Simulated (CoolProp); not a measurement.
Properties of ethylene along the isobar 3640 kPa.

The numbers come from the reference Helmholtz-energy equation of state, Smukala 2000 in CoolProp.

```
T (K)  phase  density (kg/m³)  speed of sound (m/s)  expansivity (1/kK)
-----  -----  ---------------  --------------------  ------------------
271.3    gas            74.69                 241.1               20.08
296.8    gas            55.06                 281.0               8.204
322.3    gas            46.33                 306.0               5.719
347.9    gas            40.69                 325.8               4.535
373.4    gas            36.60                 342.7               3.823
398.9    gas            33.42                     ?               3.337
424.5    gas                ?                 371.8               2.978
450      gas            28.68                 384.6                   ?
```

Task: Complete the blanks.

Result: 
- 398.9, speed of sound (m/s): 357.9
- 424.5, density (kg/m³): 30.83
- 450, expansivity (1/kK): 2.701
